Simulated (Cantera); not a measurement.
Input: 1 mol SiCl₄, 1.3 mol HCl, 1.8 mol H₂, at 1127 °C and 1 atm.

Method: chemical equilibrium by Gibbs-energy minimisation in Cantera with the NASA 1993 tables (ideal gas, pure condensed phases). Candidate condensed phases: Si; 19 gas species. The tables' values for SiCl₃ are old estimates; treat these amounts as uncertain. The numbers say what is thermodynamically allowed, not how fast it happens.

Base state: H₂ 0.402, HCl 0.358, SiCl₄ 0.201, SiCl₃ 0.0168, SiHCl₃ 0.0160, SiCl₂ 0.00595, SiH₂Cl₂ 0.000192 (mole fractions); condensed: gas only.

Task: What changes in the equilibrium state with this change: H₂ from 1.8 to 0.22 mol?

Result: 
| species | before | after |
|---|---|---|
| HCl | 0.358 | 0.528 |
| SiCl₄ | 0.201 | 0.380 |
| H₂ | 0.402 | 0.0772 |
| SiHCl₃ | 0.0160 | 0.00393 |
| SiCl₃ | 0.0168 | 0.00941 |
| SiH₂Cl₂ | 0.000192 | 6.12e-6 |
| SiCl₂ | 0.00595 | 0.000988 |
